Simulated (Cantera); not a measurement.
An isothermal, constant-pressure homogeneous reactor starts with 50.1 % N2O, 0.286 % H2, 42.6 % N2, 7.02 % H2O, at 1025 K and 100.0 Torr.

Detailed kinetics in Cantera: GRI-Mech 3.0 (53 species, 325 reactions). GRI-Mech 3.0 was tuned for natural gas; its chemistry of N2O as a main component is partial and can be far from experiment. The mechanism lacks the step 2 NO + O2 → 2 NO2, which can matter for NO2 below about 1400 K. The temperature is held fixed by assumption; the heat of reaction is taken as removed at once.

### Question
Predict: x(N2O) at 20.0 s; x(H2) at 20.0 s; x(O) at 20.0 s; x(NO2) at 20.0 s; x(OH) at 20.0 s; x(H2O) at 20.0 s; x(O2) at 20.0 s.

### Answer
```
Property                                            Result
----------------  ----------------------------------------
x(N2O) at 20.0 s     0.471 (gas-phase equilibrium 1.11e-9)
x(H2) at 20.0 s   4.84e-9 (gas-phase equilibrium 6.53e-11)
x(O) at 20.0 s    7.54e-8 (gas-phase equilibrium 4.06e-10)
x(NO2) at 20.0 s  0.000204 (gas-phase equilibrium 6.26e-7)
x(OH) at 20.0 s    2.62e-6 (gas-phase equilibrium 2.32e-7)
x(H2O) at 20.0 s     0.0722 (gas-phase equilibrium 0.0584)
x(O2) at 20.0 s       0.0104 (gas-phase equilibrium 0.199)
```
